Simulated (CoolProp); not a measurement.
n-hexane along the isobar 5.03 MPa: Z from the reference equation and from simpler models built on Tc = 234.7 °C, pc = 3.044 MPa, ω = 0.300; each cubic takes its own stable root.

Model: reference Helmholtz-energy equation of state, Thol 2019, in CoolProp.

```
T (°C)          phase  reference  van der Waals  Redlich-Kwong  Soave-Redlich-Kwong  Peng-Robinson
------  -------------  ---------  -------------  -------------  -------------------  -------------
220.85         liquid     0.2444         0.3667         0.2922                  [?]         0.2572
230.55         liquid     0.2520         0.3706         0.3015               0.2997         0.2693
240.15  supercritical     0.2629         0.3759         0.3134               0.3163         0.2859
249.75  supercritical     0.2794         0.3830            [?]               0.3395         0.3092
259.45  supercritical     0.3069         0.3925         0.3504               0.3731         0.3433
269.05  supercritical     0.3528         0.4047         0.3787               0.4191         0.3898
278.65  supercritical     0.4156         0.4208         0.4157               0.4744         0.4444
288.35  supercritical     0.4791         0.4420            [?]               0.5295         0.4982
297.95  supercritical     0.5332         0.4683         0.5035               0.5776         0.5450
307.55  supercritical        [?]         0.4990         0.5441                  [?]            [?]
317.25  supercritical     0.6172         0.5319         0.5804               0.6547         0.6207
326.85  supercritical     0.6501         0.5637         0.6119               0.6855         0.6512
```

Task: Fill in the missing entries.

Result: 
- 220.85, Soave-Redlich-Kwong: 0.2874
- 249.75, Redlich-Kwong: 0.3291
- 288.35, Redlich-Kwong: 0.4594
- 307.55, reference: 0.5785
- 307.55, Soave-Redlich-Kwong: 0.6189
- 307.55, Peng-Robinson: 0.5854
